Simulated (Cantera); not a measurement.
Input (Python, Cantera):

```python
import numpy as np
import cantera as ct

surf = ct.Interface("ptcombust.yaml", "Pt_surf")
gas = surf.adjacent["gas"]
gas.TPX = 300, 29000, {'CH4': 0.044, 'O2': 0.2, 'N2': 0.79}
jet = ct.ImpingingJet(gas=gas, width=0.075, surface=surf)
jet.inlet.mdot, jet.inlet.T, jet.inlet.X = 0.11, 300, {'CH4': 0.044, 'O2': 0.2, 'N2': 0.79}
jet.set_refine_criteria(ratio=10, slope=0.2, curve=0.3)
show, cover = ['CH4', 'O2', 'H2O', 'OH', 'CO', 'CO2'], ["PT(S)", "H(S)", "O(S)", "OH(S)", "CO(S)", "C(S)"]

rows = []
print(f"{'Ts/K':>7s}" + "".join(f"{s:>11s}" for s in show + cover) + "   (gas at the wall, coverages)")
for i, Ts in enumerate([850, 900, 950, 1000, 1050, 1100, 1150]):
    jet.surface.T = Ts
    if i == 0:
        surf.TP = Ts, 29000
        surf.coverages = "PT(S):0.5, O(S):0.5"
        surf.advance_coverages(1.0)
        jet.set_initial_guess(products="inlet")
    jet.solve(loglevel=0, auto=(i == 0))
    rows.append([*(jet.X[gas.species_index(s), -1] for s in show), *surf[cover].coverages])
    print(f"{Ts:7g}" + "".join(f"{x:11.3e}" for x in rows[-1]))
```

Result:

```
   Ts/K        CH4         O2        H2O         OH         CO        CO2      PT(S)       H(S)       O(S)      OH(S)      CO(S)       C(S)   (gas at the wall, coverages)
    850  3.527e-02  1.777e-01  1.374e-02  5.960e-09  7.609e-06  8.961e-03  8.358e-02  1.884e-08  9.150e-01  1.454e-03  1.459e-05  3.725e-08
    900  2.713e-02  1.603e-01  2.894e-02  2.556e-08  8.399e-06  1.895e-02  1.315e-01  7.633e-08  8.664e-01  2.055e-03  1.432e-05  5.094e-08
    950  1.875e-02  1.425e-01  4.445e-02  7.773e-08  8.041e-06  2.921e-02  1.888e-01  2.244e-07  8.087e-01  2.406e-03  1.133e-05  5.422e-08
   1000  1.260e-02  1.295e-01  5.572e-02  2.145e-07  7.269e-06  3.671e-02  2.510e-01  5.197e-07  7.465e-01  2.482e-03  7.961e-06  4.975e-08
   1050  8.681e-03  1.213e-01  6.279e-02  5.204e-07  6.603e-06  4.143e-02  3.148e-01  1.025e-06  6.828e-01  2.387e-03  5.401e-06  4.297e-08
   1100  6.242e-03  1.163e-01  6.706e-02  1.137e-06  6.171e-06  4.427e-02  3.782e-01  1.815e-06  6.196e-01  2.210e-03  3.693e-06  3.659e-08
   1150  4.091e-03  1.127e-01  7.029e-02  2.402e-06  9.442e-06  4.592e-02  4.403e-01  2.992e-06  5.577e-01  2.013e-03  2.588e-06  2.742e-08
```

Cantera simulation using Deutschmann's 1995 Pt surface mechanism with GRI-Mech 3.0 gas chemistry; the numbers are that mechanism's predictions, not measurements. Catalytic surfaces can have several steady states; this one follows from the mechanism file's or the stated starting coverage.
